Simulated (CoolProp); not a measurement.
Vapour-liquid equilibrium of CH2F2 (R32) (1) + R134a (2) at 1480 kPa; x and y are mole fractions of (1).

Computed with CoolProp (multi-fluid Helmholtz-energy mixture model, Tillner-Roth 1997 and Tillner-Roth 1994; pair parameters Lemmon 2004).

```json
[
 {"x": "0.05", "bubble temperature (K)": "325.4", "y at the bubble point": "0.088", "dew temperature at overall composition x (K)": "326.5", "liquid density (mol/L)": "10.87"},
 {"x": "0.15", "bubble temperature (K)": "320.9", "y at the bubble point": "0.247", "dew temperature at overall composition x (K)": "323.7", "liquid density (mol/L)": "11.48"},
 {"x": "0.25", "bubble temperature (K)": "316.7", "y at the bubble point": "0.385", "dew temperature at overall composition x (K)": "320.8", "liquid density (mol/L)": "12.11"},
 {"x": "0.35", "bubble temperature (K)": "312.9", "y at the bubble point": "0.505", "dew temperature at overall composition x (K)": "317.8", "liquid density (mol/L)": "12.78"},
 {"x": "0.45", "bubble temperature (K)": "309.3", "y at the bubble point": "0.609", "dew temperature at overall composition x (K)": "314.7", "liquid density (mol/L)": "13.49"},
 {"x": "0.55", "bubble temperature (K)": "305.9", "y at the bubble point": "0.701", "dew temperature at overall composition x (K)": "311.3", "liquid density (mol/L)": "14.27"},
 {"x": "0.65", "bubble temperature (K)": "302.8", "y at the bubble point": "0.782", "dew temperature at overall composition x (K)": "307.8", "liquid density (mol/L)": "15.12"},
 {"x": "0.75", "bubble temperature (K)": "299.9", "y at the bubble point": "0.854", "dew temperature at overall composition x (K)": "304.1", "liquid density (mol/L)": "16.04"},
 {"x": "0.85", "bubble temperature (K)": "297.1", "y at the bubble point": "0.918", "dew temperature at overall composition x (K)": "300.1", "liquid density (mol/L)": "17.07"},
 {"x": "0.95", "bubble temperature (K)": "294.5", "y at the bubble point": "0.974", "dew temperature at overall composition x (K)": "295.7", "liquid density (mol/L)": "18.22"}
]
```

No azeotrope shows between x = 0.05 and 0.95.

Pair parameters are fitted to limited data, so mixtures are less certain than the pure fluids.
